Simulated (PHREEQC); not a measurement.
# Alkaline etch or developer: an equilibrium model

Consider water at 89 °C with 0.27 mol/kgw NH3, 0.0017 mol/kgw NaAlO2 and 0.012 mol/kgw (CH3)4NCl. Closed to the air; pH follows from the charge balance.

Model: ion-association model, phreeqc.dat, run in PHREEQC.

Each row changes one thing in this solution. No solid was allowed to form.

| case | pH | ionic strength (mol/kgw) | NH4+ (mol/kgw) |
|---|---|---|---|
| as made | 9.75 | 0.0162 | 0.00245 |
| diluted 10-fold with water | 9.24 | 0.00207 | 0.000700 |
| (CH3)4NCl from 0.012 to 0.0012 mol/kgw | 9.75 | 0.00520 | 0.00230 |
| 0.0039 mol/kgw HCl added | [?] | 0.0188 | 0.00509 |
| (CH3)4NCl left out | 9.75 | 0.00398 | 0.00228 |
| NaAlO2 left out | 9.75 | 0.0144 | 0.00243 |
| NH3 from 0.27 to 0.027 mol/kgw | 9.24 | 0.0145 | 0.000762 |
| diluted 5-fold with water | [?] | 0.00375 | 0.00101 |

**Question.** Some entries are withheld; supply them.

**Answer.** 
- 0.0039 mol/kgw HCl added, pH: 9.43
- diluted 5-fold with water, pH: 9.39

Some of these states are supersaturated (in Gibbsite (slow to form), for instance). (CH3)4N+ isn't in the database: it is added as a free cation with an ion size of 4 Å. Away from 25 °C the constants follow the database's enthalpies or fits; those with neither stay at their 25 °C values.
